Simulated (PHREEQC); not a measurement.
PHREEQC input (Pitzer model, pitzer.dat):

```
SOLUTION 1
  temp 25
  units mol/kgw
  pH 7 charge
  C(4) 0.2
  Na 1.28
  S(6) 0.44
END
USE solution 1
INCREMENTAL_REACTIONS false
REACTION 1
  H2O -1
  0 9.886 18.011 24.689 30.178 34.689 38.397 41.444
  43.949 46.007 47.699 49.089 50.232 moles
EQUILIBRIUM_PHASES 1
  Burkeite 0 0
  Mirabilite 0 0
  Nahcolite 0 0
  Natron 0 0
  Thenardite 0 0
  Trona 0 0
  CO2(g) -3.4 10
SELECTED_OUTPUT 1
  -reset false
  -pH true
  -pe true
  -ionic_strength true
  -water true
  -activities H2O
  -totals C Na S
  -molalities H+ Na+ CO3-2 SO4-2 OH- HCO3- CO2 HSO4-
  -equilibrium_phases Burkeite Mirabilite Nahcolite Natron Thenardite Trona
PRINT
  -reset false
END
```

Selected output (columns that matter, 13 of 13 rows; water left (kg) added in front):

```
water left (kg)	pH	mu	C	Na	S	m_H+	m_Na+	m_CO3-2	m_SO4-2	m_OH-	m_HCO3-	la_H2O	Mirabilite	Trona
0.999259	9.818	1.8766	0.24483	1.2809	0.44033	3.6237e-10	1.2809	0.15536	0.44033	0.00011234	0.089458	-0.010588	0	0
0.821218	9.8349	2.2879	0.29352	1.5587	0.53579	3.577e-10	1.5587	0.19345	0.53579	0.00011685	0.10007	-0.012607	0	0
0.674896	9.8498	2.7887	0.35238	1.8966	0.65195	3.5085e-10	1.8966	0.2402	0.65195	0.00012018	0.11217	-0.015033	0	0
0.554637	9.8627	3.3986	0.42365	2.3078	0.79331	3.4029e-10	2.3078	0.29743	0.79331	0.00012205	0.12622	-0.017978	0	0
0.455791	9.8735	4.141	0.51017	2.8083	0.96535	3.2421e-10	2.8083	0.36731	0.96535	0.00012219	0.14284	-0.021602	0	0
0.374557	9.882	5.0445	0.61542	3.4174	1.1747	3.0077e-10	3.4174	0.45239	1.1747	0.00012035	0.16303	-0.026139	0	0
0.307782	9.8877	6.144	0.74389	4.1588	1.4296	2.6845e-10	4.1588	0.55562	1.4296	0.00011634	0.18826	-0.031935	0	0
0.252906	9.8895	7.4813	0.90119	5.0612	1.7398	2.2682e-10	5.0612	0.68032	1.7398	0.00011006	0.22086	-0.039505	0	0
0.190675	9.9259	8.4378	1.1835	5.715	1.8086	1.8886e-10	5.715	0.91425	1.8086	0.00011082	0.26921	-0.045626	0.095149	0
0.135053	9.97	9.6385	1.6535	6.5408	1.7895	1.5203e-10	6.5408	1.3082	1.7895	0.00010956	0.34532	-0.054105	0.19832	0
0.09095	9.9944	11.733	2.3973	7.9805	1.8308	1.0948e-10	7.9805	1.9216	1.8308	9.8852e-05	0.47569	-0.070599	0.27349	0.0023974
0.0498708	9.9944	11.733	2.3973	7.9805	1.8308	1.0948e-10	7.9805	1.9216	1.8308	9.8852e-05	0.47569	-0.070599	0.3487	0.061537
0.0160912	9.9944	11.733	2.3973	7.9805	1.8308	1.0948e-10	7.9805	1.9216	1.8308	9.8852e-05	0.47569	-0.070599	0.41054	0.11017
```

Species that the database lacks are ignored.
